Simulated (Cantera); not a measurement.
Feed: 1 mol TEOS, 0.71 mol O3, 0.29 mol H2, 0.55 mol N2O, 0.00013 mol N2, equilibrated at 6.60e-5 bar.

Equilibrium computed with Cantera from the NASA thermochemical tables; the gas is ideal and each condensed phase is pure. Candidate condensed phases: C, C6H6, C7H8, C8H18, H2O, Si, SiC, SiO2, Si2N2O, Si3N4; 151 gas species. The feed counts by its element totals alone. Kinetics and transport are ignored.

Which condensed phases are stable at each of these points (T (K)): 1425, 1475, 1525, 1575, 1625, 1675, 1725, 1775, 1825, 1875, 1925, 1975, 2025?


```
T (K)      condensed phases  Si condensed (%)
-----  --------------------  ----------------
1425   C(graphite) + SiC(s)              99.1
1475   C(graphite) + SiC(s)              98.8
1525   C(graphite) + SiC(s)              98.5
1575   C(graphite) + SiC(s)              98.2
1625   C(graphite) + SiC(s)              97.8
1675   C(graphite) + SiC(s)              97.3
1725   C(graphite) + SiC(s)              96.6
1775   C(graphite) + SiC(s)              95.2
1825   C(graphite) + SiC(s)              92.5
1875   C(graphite) + SiC(s)              86.6
1925   C(graphite) + SiC(s)              73.3
1975   C(graphite) + SiC(s)              43.1
2025            C(graphite)               0.0
```

From 1425 K to 1975 K the condensed part is C(graphite) + SiC(s). At 2025 K the condensed part is C(graphite).
